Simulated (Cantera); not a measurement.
A Cantera script and what it prints.

```python
import numpy as np
import cantera as ct

gas_names = [...]  # 151 gases of nasa_gas.yaml made of C, H, N, O, Si
cond_names = """
    C(gr) C6H6(L) C7H8(L) C8H18(L),n-octa H2O(s) H2O(L) Si(cr) Si(L) SiC(b) SiO2(Lqz) SiO2(hqz) SiO2(L)
    Si2N2O(s) Si3N4(a)
""".split()


# ... load() reads the species with a 1 bar reference pressure and builds the phases ...
atoms = {
    'Si2H6': {'Si': 2, 'H': 6},
    'CO2': {'C': 1, 'O': 2},
    'N2': {'N': 2},
}
top_T = {'C(gr)': 4500, 'SiC(b)': 3050, 'Si2N2O(s)': 2100, 'Si3N4(a)': 2400}  # K; cautious upper limits of use, not melting points


# ... equilibrate(T, P, feed) seeds the gas with the atoms and calls Mixture.equilibrate('TP', solver="vcs", rtol=1e-11, max_steps=5000) ...
results = []
T = 1800  # K
P = 59000  # Pa
for m in [0.37, 0.75, 1.1, 1.5, 1.9, 2.3, 2.6, 3]:
    feed = {'Si2H6': 1, 'CO2': m, 'N2': 24}  # mol
    mix = equilibrate(T, P, feed)
    results.append((T, P, feed, dict(zip(mix.species_names, mix.species_moles))))

top = {s: max(r[3][s] / sum(r[3][g] for g in gas_names) for r in results) for s in gas_names}
cols = sorted((s for s in top if top[s] > 0.001), key=lambda s: -top[s])[:9]
seen = [c for c in cond_names if any(r[3].get(c, 0) > 1e-12 for r in results)]
print("log10 of partial pressures in bar; condensed amounts in mol")
print(f"{'n(CO2)':>10s}" + "".join(f"{s[:9]:>10s}" for s in cols + seen))
for T, P, feed, n in results:
    ng = sum(n[g] for g in gas_names)
    print(f"{feed['CO2']:10.4g}" + "".join(f"{np.log10(max(n[s] / ng * P / 1e5, 1e-99)):10.3f}" for s in cols)
          + "".join(f"{n.get(c, 0):10.4g}" for c in seen))
```

Result:

```
log10 of partial pressures in bar; condensed amounts in mol
    n(CO2)        N2        H2        CO       SiO       HCN    SiC(b)   SiO2(L) Si2N2O(s)  Si3N4(a)
      0.37    -0.284    -1.171    -2.694    -4.075    -3.377    0.2608         0    0.6466    0.1474
      0.75    -0.292    -1.181    -1.900    -3.804    -3.124    0.1451         0    0.9239         0
       1.1    -0.302    -1.188    -1.624    -2.663    -5.130         0   0.03121    0.9342         0
       1.5    -0.308    -1.197    -1.497    -2.661    -5.009         0    0.2971       0.8         0
       1.9    -0.314    -1.205    -1.403    -2.659    -4.919         0     0.563    0.6658         0
       2.3    -0.319    -1.213    -1.328    -2.657    -4.850         0    0.8288    0.5317         0
       2.6    -0.323    -1.219    -1.281    -2.656    -4.806         0     1.028    0.4311         0
         3    -0.329    -1.227    -1.227    -2.654    -4.757         0     1.294    0.2969         0
```

Method: chemical equilibrium by Gibbs-energy minimisation in Cantera with the NASA 1993 tables (ideal gas, pure condensed phases). The feed counts by its element totals alone. Mutual solubility and eutectic melting of coexisting phases are not modelled. The tables hold silica as quartz up to 1696 K and as liquid above; real silica turns to tridymite and cristobalite and melts near 1996 K.
